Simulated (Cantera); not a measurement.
Gas-phase reforming

An isothermal, constant-pressure homogeneous reactor starts with CH4 : H2O = 1 : 1.5 (molar parts), at 2025 K and 10.0 bar.

Computed with Cantera and GRI-Mech 3.0 (53 species, 325 reactions).

| t (s) | x CH4 | x H2O | x H2O2 | x CH2 | x O2 | x H |
|---|---|---|---|---|---|---|
| 0.000200 | 0.0549 | 0.415 | 2.94e-10 | 2.35e-6 | 6.27e-9 | 0.000384 |
| 0.000702 | 0.0307 | 0.344 | 1.84e-10 | 1.48e-6 | 3.63e-9 | 0.000431 |
| 0.00247 | 0.0223 | 0.247 | 7.94e-11 | 7.47e-7 | 1.64e-9 | 0.000461 |
| 0.00866 | 0.0126 | 0.157 | 2.81e-11 | 2.75e-7 | 6.60e-10 | 0.000486 |
| 0.0304 | 0.00371 | 0.112 | 1.32e-11 | 5.91e-8 | 3.39e-10 | 0.000499 |
| 0.107 | 5.72e-5 | 0.104 | 1.13e-11 | 8.16e-10 | 2.92e-10 | 0.000503 |
| 0.375 | 2.34e-6 | 0.104 | 1.13e-11 | 3.37e-11 | 2.92e-10 | 0.000503 |
| 1.32 | 2.34e-6 | 0.104 | 1.13e-11 | 3.37e-11 | 2.92e-10 | 0.000503 |
| 4.62 | 2.34e-6 | 0.104 | 1.13e-11 | 3.37e-11 | 2.92e-10 | 0.000503 |
| 16.2 | 2.34e-6 | 0.104 | 1.13e-11 | 3.37e-11 | 2.92e-10 | 0.000503 |
| 57.0 | 2.34e-6 | 0.104 | 1.13e-11 | 3.37e-11 | 2.92e-10 | 0.000503 |
| 200 | 2.34e-6 | 0.104 | 1.13e-11 | 3.37e-11 | 2.92e-10 | 0.000503 |
x: mole fraction; the columns are a selection and need not sum to one.

Equilibrium at this temperature and pressure: CH4 2.62e-6, H2O 0.104, H2O2 1.13e-11, CH2 3.77e-11, O2 2.92e-10, H 0.000503 (gas phase only).
